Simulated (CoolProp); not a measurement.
A closed Brayton cycle with nitrogen: compressor inlet 306.15 K and 2 MPa, high pressure 4.91 MPa, turbine inlet 725 K, compressor efficiency 0.8, turbine efficiency 0.9, recuperator effectiveness 0.9 (on enthalpy, no pinch check). Each further row changes one setting.

Computed with CoolProp (reference Helmholtz-energy equation of state, Span 2000).

| case | thermal efficiency (%) | net work (kJ/kg) | compressor to turbine work | compressor exit (K) | turbine exit (K) |
|---|---|---|---|---|---|
| as stated | 22.3 | 39.2 | 0.75 | 418.5 | 582.7 |
| turbine inlet 675 K | 17.6 | 28.3 | 0.81 | 418.5 | 541.3 |
| compressor inlet 316.15 K | 20.2 | 35.3 | 0.77 | 432.1 | 582.7 |
| high pressure 4.17 MPa | 24.0 | 37.2 | 0.71 | 395.9 | 606.4 |
| recuperator effectiveness 0.5 | 15.9 | 39.2 | 0.75 | 418.5 | 582.7 |
